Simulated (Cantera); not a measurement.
# Gas-phase reforming

An isothermal, constant-pressure homogeneous reactor starts with 25.8 % CH₄, 67.2 % CO₂, 6.98 % H₂O, at 1600 K and 100.0 Torr.

Detailed kinetics in Cantera: GRI-Mech 3.0 (53 species, 325 reactions).

| t (s) | x CH₄ | x CO₂ | x C₂H₆ | x HCO | x H |
|---|---|---|---|---|---|
| 0.000100 | 0.258 | 0.672 | 2.59e-8 | <1e-12 | 1.77e-7 |
| 0.000555 | 0.258 | 0.672 | 3.62e-6 | 1.12e-11 | 2.11e-7 |
| 0.00308 | 0.257 | 0.671 | 0.000155 | 2.83e-9 | 7.69e-7 |
| 0.0171 | 0.235 | 0.661 | 0.000575 | 2.64e-8 | 6.57e-6 |
| 0.0949 | 0.153 | 0.581 | 0.000191 | 1.63e-8 | 1.95e-5 |
| 0.527 | 0.0380 | 0.348 | 3.15e-5 | 1.02e-8 | 3.14e-5 |
| 2.92 | 0.0109 | 0.208 | 2.90e-6 | 5.69e-9 | 5.67e-5 |
| 16.2 | 0.00291 | 0.145 | 1.24e-7 | 4.61e-9 | 6.28e-5 |
| 90.0 | 2.17e-7 | 0.138 | <1e-12 | 4.78e-9 | 6.81e-5 |
x: mole fraction; the columns are a selection and need not sum to one.

Equilibrium at this temperature and pressure: CH₄ 5.74e-10, CO₂ 0.138, C₂H₆ <1e-12, HCO 4.78e-9, H 6.81e-5 (gas phase only).
